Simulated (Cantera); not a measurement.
An adiabatic, constant-volume homogeneous reactor starts with CO : H2 : O2 : N2 : H2O = 1 : 0.05 : 0.583 : 2.19 : 0.13 (molar parts), equivalence ratio 0.90, at 1073 K and 0.910 bar. Integrator tolerance rtol = 1e-08.

Cantera simulation using GRI-Mech 3.0 (53 species, 325 reactions); the numbers are that mechanism's predictions, not measurements.

Problem. What does this change do: pressure from 0.910 bar to 5.90 bar?

Solution. 
```
quantity                                                            before                                    after
---------------------------------  ---------------------------------------  ---------------------------------------
time of steepest temperature rise                                 0.441 ms                                 0.938 ms
temperature at 7.00 s                                               2730 K                                   2871 K
equilibrium temperature                                             2730 K                                   2871 K
x(CO) at 7.00 s                      0.0755 (gas-phase equilibrium 0.0755)    0.0618 (gas-phase equilibrium 0.0618)
x(H2) at 7.00 s                    0.00229 (gas-phase equilibrium 0.00229)  0.00174 (gas-phase equilibrium 0.00174)
x(O2) at 7.00 s                      0.0435 (gas-phase equilibrium 0.0435)    0.0368 (gas-phase equilibrium 0.0368)
x(NO2) at 7.00 s                   6.25e-6 (gas-phase equilibrium 6.25e-6)  1.50e-5 (gas-phase equilibrium 1.50e-5)
x(OH) at 7.00 s                      0.0101 (gas-phase equilibrium 0.0101)  0.00876 (gas-phase equilibrium 0.00876)
```
The hydrogen kinetics of GRI-Mech 3.0 are dated; newer H2 mechanisms differ, most at raised pressure.
